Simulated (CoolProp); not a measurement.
Model: reference Helmholtz-energy equation of state, Wagner 2002, in CoolProp.

Q: Give the vapour pressure (MPa), enthalpy of vaporisation (kJ/kg), liquid viscosity (µPa s) of saturated water at 503.4, 538.8 K.

A: 
```json
[
 {"T (K)": "503.4", "p (MPa)": "2.81", "enthalpy of vaporisation (kJ/kg)": "1810", "liquid viscosity (µPa s)": "116"},
 {"T (K)": "538.8", "p (MPa)": "5.14", "enthalpy of vaporisation (kJ/kg)": "1630", "liquid viscosity (µPa s)": "99.4"}
]
```

Viscosity comes from a separate model (Huber 2009).
